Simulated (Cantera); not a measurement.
**Boron, boron nitride and boron oxide: B2H6 + H2O**

A closed system holds: 1 mol B2H6, 0.065 mol H2O, held at 0.00150 bar.

Equilibrium computed with Cantera from the NASA thermochemical tables; the gas is ideal and each condensed phase is pure. Candidate condensed phases: B, B2O3, B3O3H3, H2O; 23 gas species. The feed counts by its element totals alone. Mutual solubility and eutectic melting of coexisting phases are not modelled. The tables' values for BH2 are old estimates; treat these amounts as uncertain. The numbers say what is thermodynamically allowed, not how fast it happens.

From 873 K to 1273 K the condensed part is B(s) + B2O3(l). From 1473 K to 2273 K the condensed part is B(s). At 2473 K the condensed part is B(l). The main B-bearing gas is B3O3H3 at 873 K and B at 2473 K.

```tsv
T (K)	x H2	x H	x B	x HBO	x BO	n B(s)	n B2O3(l)	n B(l)
873	1.000	1.21e-9	<1e-12	5.93e-7	<1e-12	1.96	0.0211	0
1073	1.000	3.62e-7	<1e-12	0.000130	2.74e-9	1.96	0.0208	0
1273	0.994	1.84e-5	<1e-12	0.00497	3.48e-6	1.95	0.0146	0
1473	0.981	0.000324	5.69e-10	0.0161	0.000144	1.94	0	0
1673	0.978	0.00291	1.31e-7	0.0169	0.00104	1.93	0	0
1873	0.963	0.0164	9.28e-6	0.0150	0.00419	1.93	0	0
2073	0.914	0.0649	0.000287	0.00993	0.00956	1.93	0	0
2273	0.783	0.192	0.00480	0.00479	0.0135	1.91	0	0
2473	0.522	0.416	0.0445	0.00170	0.0134	0	0	1.74
```
x: gas mole fraction; n: condensed amount in mol.
